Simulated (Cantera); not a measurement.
An isothermal, constant-pressure homogeneous reactor starts with C2H6 : N2 = 1 : 84 (molar parts), at 1125 K and 240 Pa. Integrator tolerance rtol = 1e-08.

Model: GRI-Mech 3.0 (53 species, 325 reactions), integrated in Cantera. GRI-Mech 3.0 stops at C3 and has no aromatics, soot or wall deposition, so with more carbon than oxygen in the feed, carbon stays in small species such as C2H2 where larger ones or solid carbon would form. Radical loss at walls, strong at low pressure, is not modelled.

```csv
quantity,before,after
x(C2H6) at 5.00 s,0.00397 (gas-phase equilibrium 1.48e-10),1.08e-5 (gas-phase equilibrium 4.65e-7)
x(HCN) at 5.00 s,2.32e-9 (gas-phase equilibrium 0.0170),9.64e-11 (gas-phase equilibrium 0.0142)
x(H) at 5.00 s,4.11e-6 (gas-phase equilibrium 1.38e-7),1.10e-7 (gas-phase equilibrium 1.23e-8)
x(C2H) at 5.00 s,2.62e-11 (gas-phase equilibrium 1.48e-12),2.94e-12 (gas-phase equilibrium <1e-12)
x(C2H4) at 5.00 s,0.00651 (gas-phase equilibrium 6.83e-6),0.00599 (gas-phase equilibrium 0.000320)
```

Task: Which change was made?
A. temperature 1125 to 1450 K
B. pressure from 240 Pa to 22000 Pa
C. pressure from 240 Pa to 38.0 Pa
D. N2 84 to 180 parts

Result: B, pressure from 240 Pa to 22000 Pa
